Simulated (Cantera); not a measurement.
A freely propagating, adiabatic, planar premixed flame of 50.2 % H2, 8.76 % O2, 33.0 % N2, 8.10 % H2O, unburnt at 623 K and 0.987 atm; mixture-averaged transport, grid criteria slope 0.08 and curve 0.16, no radiation.

Computed with Cantera and the H2/O2 subset of GRI-Mech 3.0, which has no nitrogen chemistry. Burning velocities carry a grid error of a few per cent, more on coarse grids.

Task: Predict: laminar burning velocity; thermal thickness; peak x(OH); peak x(H); peak x(O).

Result: 
```
Item                         Value
------------------------  --------
laminar burning velocity  744 cm/s
thermal thickness         0.460 mm
peak x(OH)                 0.00168
peak x(H)                   0.0594
peak x(O)                  0.00144
```
